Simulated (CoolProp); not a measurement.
Values from CoolProp's reference Helmholtz-energy equation of state, Lemmon 2006. It is a short technical equation, of lower accuracy than the large ones.

Question: For nitrous oxide, give the phase and the cv (kJ/(kg K)), Joule-Thomson coefficient (K/MPa) at 312 K and 6.26 MPa; 263.8 K and 0.266 MPa; 318.2 K and 0.179 MPa.

Answer: 
- 312 K and 6.26 MPa: gas; cv 0.921, Joule-Thomson coefficient 10.0
- 263.8 K and 0.266 MPa: gas; cv 0.660, Joule-Thomson coefficient 14.7
- 318.2 K and 0.179 MPa: gas; cv 0.710, Joule-Thomson coefficient 9.38
